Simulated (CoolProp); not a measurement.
Vapour-liquid equilibrium of propane (1) + toluene (2) at 62.9 kPa; x and y are mole fractions of (1).

Model: multi-fluid Helmholtz-energy mixture model, Lemmon 2009 and Lemmon 2006; pair parameters Bell 2016, in CoolProp.

### Question
Give the bubble temperature and the first vapour's composition at x = 0.05, 0.2, 0.8. Is there an azeotrope?

### Answer
x = 0.05: 11.0 °C, y = 0.972; x = 0.2: -32.0 °C, y = 0.999; x = 0.8: -49.1 °C, y = 1.000. No azeotrope shows between x = 0.05 and 0.95.

The pair parameters rest on a limited set of measurements; away from them the model extrapolates. With so large a gap from Raoult's law the liquid may split in two, which this calculation doesn't test in full.
